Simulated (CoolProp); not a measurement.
A single-stage vapour-compression cycle with R123: evaporating at 303.15 K (dew point), condensing at 331.15 K (bubble point), superheat 0 K, subcooling 5 K, compressor efficiency 0.6, no pressure losses. Each further row changes one setting.

Values from CoolProp's reference Helmholtz-energy equation of state, Younglove 1994. It is a modified Benedict-Webb-Rubin equation, recast in Helmholtz form.

```tsv
case	cooling COP	pressure ratio	discharge temperature (K)	refrigerating effect (kJ/kg)	volumetric capacity (kJ/m³)
as stated	6.03	2.46	340.8	145	1010
evaporating temperature 308.15 K	7.60	2.07	?	148	?
condensing temperature 326.15 K	?	2.12	334.6	151	1050
subcooling 10 K	6.25	2.46	340.8	151	1050
superheat 10 K	?	2.46	351.3	?	1020
compressor efficiency 0.5	?	2.46	?	145	1010
```

### Question
Fill in the missing entries.

### Answer

- evaporating temperature 308.15 K, discharge temperature (K): 338.8
- evaporating temperature 308.15 K, volumetric capacity (kJ/m³): 1220
- condensing temperature 326.15 K, cooling COP: 7.50
- superheat 10 K, cooling COP: 6.08
- superheat 10 K, refrigerating effect (kJ/kg): 152
- compressor efficiency 0.5, cooling COP: 5.03
- compressor efficiency 0.5, discharge temperature (K): 347.1
